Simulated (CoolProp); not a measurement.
n-perfluorobutane along the isobar 0.203 MPa: Z from the reference equation and from simpler models built on Tc = 386.3 K, pc = 2.322 MPa, ω = 0.372; each cubic takes its own stable root.

Computed with CoolProp (reference Helmholtz-energy equation of state, Gao 2022).

```csv
T (K),phase,reference,van der Waals,Redlich-Kwong
159.4,liquid,0.01834,0.03086,0.02072
169.1,liquid,0.01761,0.02945,(withheld)
178.7,liquid,0.01696,0.02822,0.01898
188.4,liquid,(withheld),(withheld),0.01827
198,liquid,(withheld),0.02618,0.01765
207.7,liquid,0.01542,0.02533,0.01710
217.3,liquid,0.01501,0.02458,0.01663
227,liquid,0.01464,0.02393,0.01622
236.6,liquid,0.01431,0.9122,(withheld)
246.3,liquid,0.01402,0.9204,0.01558
255.9,liquid,(withheld),0.9275,0.01534
```

Q: Some entries are withheld; supply them.

A: 
- 169.1, Redlich-Kwong: 0.01978
- 188.4, reference: 0.01639
- 188.4, van der Waals: 0.02713
- 198, reference: 0.01588
- 236.6, Redlich-Kwong: 0.01588
- 255.9, reference: 0.01376

At some of these states van der Waals gives the other phase, because its saturation line lies elsewhere.
